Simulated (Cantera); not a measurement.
Cantera run, input and output.

```python
import numpy as np
import cantera as ct

gas = ct.Solution("gri30.yaml")
gas.TPX = 1325, 100000, {'CH3OH': 0.0039, 'O2': 0.0043, 'N2': 1}
inlet = ct.Reservoir(gas, clone=True)

reactor = ct.IdealGasConstPressureReactor(gas, energy="off", clone=False)
exhaust = ct.Reservoir(gas, clone=True)
tau = [1.1, 0.46, 0.2, 0.084, 0.036, 0.016, 0.0067, 0.0029, 0.0012, 0.00053, 0.00023][0]
for a, b in ((inlet, reactor), (reactor, exhaust)):
    ct.MassFlowController(a, b, mdot=lambda t: reactor.mass / tau)
net = ct.ReactorNet([reactor])
show = ['CH3OH', 'O2', 'C2H6', 'C2H2', 'CO2']

rows = []
print(f"{'tau/s':>10s}{'T/K':>9s}" + "".join(f"{s:>11s}" for s in show))
for tau in [1.1, 0.46, 0.2, 0.084, 0.036, 0.016, 0.0067, 0.0029, 0.0012, 0.00053, 0.00023]:
    net.initial_time = 0.0
    net.advance(30 * tau)
    before = gas.X
    net.advance(40 * tau)
    drift = np.max(np.abs(gas.X - before) / (gas.X + 1e-9))
    rows.append([gas.T, *gas[show].X, drift])
    print(f"{tau:10.3e}{gas.T:9.1f}" + "".join(f"{x:11.3e}" for x in gas[show].X))
```

It prints:

```
     tau/s      T/K      CH3OH         O2       C2H6       C2H2        CO2
 1.100e+00   1325.0  2.429e-07  1.057e-05  2.156e-11  2.797e-09  2.482e-03
 4.600e-01   1325.0  4.090e-07  1.839e-05  4.961e-11  5.386e-09  2.458e-03
 2.000e-01   1325.0  6.891e-07  3.210e-05  1.077e-10  9.251e-09  2.419e-03
 8.400e-02   1325.0  1.220e-06  5.923e-05  2.296e-10  1.428e-08  2.345e-03
 3.600e-02   1325.0  2.203e-06  1.115e-04  4.513e-10  1.899e-08  2.219e-03
 1.600e-02   1325.0  4.057e-06  2.102e-04  8.405e-10  2.283e-08  2.016e-03
 6.700e-03   1325.0  8.461e-06  4.183e-04  1.796e-09  2.861e-08  1.664e-03
 2.900e-03   1325.0  1.972e-05  7.985e-04  4.952e-09  4.358e-08  1.174e-03
 1.200e-03   1325.0  7.526e-05  1.661e-03  2.852e-08  9.321e-08  5.266e-04
 5.300e-04   1325.0  3.853e-03  4.260e-03  2.468e-09  2.557e-12  3.292e-07
 2.300e-04   1325.0  3.863e-03  4.263e-03  6.067e-10  1.026e-12  1.423e-07
```

Computed with Cantera and GRI-Mech 3.0 (53 species, 325 reactions). GRI-Mech 3.0 was tuned for natural gas; its chemistry of methanol as a main component is partial and can be far from experiment.
